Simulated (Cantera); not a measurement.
Thermodynamics of silicon carbide growth, feed SiCl4 + C3H8 + H2

Feed: 1 mol SiCl4, 0.065 mol C3H8, 680 mol H2, at 90.0 Torr.

These are equilibrium values from Cantera (NASA tables, ideal gas, pure condensed phases), not measurements of a reactor. Candidate condensed phases: C, C6H6, C7H8, C8H18, Si, SiC; 109 gas species. Mutual solubility and eutectic melting of coexisting phases are not modelled. The tables' values for SiCl are old estimates; treat these amounts as uncertain. Gases not in the tables: Si2H6 and higher silanes. The numbers say what is thermodynamically allowed, not how fast it happens.

```json
[
 {"T (K)": "1898", "x H2": "0.992", "x H": "0.00225", "x HCl": "0.00566", "x Si": "0.000102", "n Si(l)": "0.608", "n SiC(s)": "0.191"},
 {"T (K)": "1948", "x H2": "0.991", "x H": "0.00325", "x HCl": "0.00566", "x Si": "0.000194", "n Si(l)": "0.515", "n SiC(s)": "0.189"},
 {"T (K)": "1998", "x H2": "0.989", "x H": "0.00461", "x HCl": "0.00565", "x Si": "0.000354", "n Si(l)": "0.359", "n SiC(s)": "0.183"},
 {"T (K)": "2048", "x H2": "0.987", "x H": "0.00642", "x HCl": "0.00564", "x Si": "0.000630", "n Si(l)": "0.100", "n SiC(s)": "0.172"},
 {"T (K)": "2098", "x H2": "0.984", "x H": "0.00881", "x HCl": "0.00566", "x Si": "0.000798", "n Si(l)": "0", "n SiC(s)": "0.147"},
 {"T (K)": "2148", "x H2": "0.981", "x H": "0.0119", "x HCl": "0.00568", "x Si": "0.000917", "n Si(l)": "0", "n SiC(s)": "0.0697"},
 {"T (K)": "2198", "x H2": "0.977", "x H": "0.0159", "x HCl": "0.00567", "x Si": "0.00104", "n Si(l)": "0", "n SiC(s)": "0"},
 {"T (K)": "2248", "x H2": "0.972", "x H": "0.0209", "x HCl": "0.00566", "x Si": "0.00111", "n Si(l)": "0", "n SiC(s)": "0"},
 {"T (K)": "2298", "x H2": "0.966", "x H": "0.0272", "x HCl": "0.00562", "x Si": "0.00116", "n Si(l)": "0", "n SiC(s)": "0"},
 {"T (K)": "2348", "x H2": "0.958", "x H": "0.0349", "x HCl": "0.00558", "x Si": "0.00119", "n Si(l)": "0", "n SiC(s)": "0"},
 {"T (K)": "2398", "x H2": "0.948", "x H": "0.0443", "x HCl": "0.00552", "x Si": "0.00122", "n Si(l)": "0", "n SiC(s)": "0"},
 {"T (K)": "2448", "x H2": "0.937", "x H": "0.0556", "x HCl": "0.00545", "x Si": "0.00124", "n Si(l)": "0", "n SiC(s)": "0"},
 {"T (K)": "2498", "x H2": "0.924", "x H": "0.0691", "x HCl": "0.00535", "x Si": "0.00125", "n Si(l)": "0", "n SiC(s)": "0"}
]
```
x: gas mole fraction; n: condensed amount in mol.

From 1898 K to 2048 K the condensed part is Si(l) + SiC(s). From 2098 K to 2148 K the condensed part is SiC(s). From 2198 K to 2498 K nothing is condensed. The main Si-bearing gas is Si throughout.
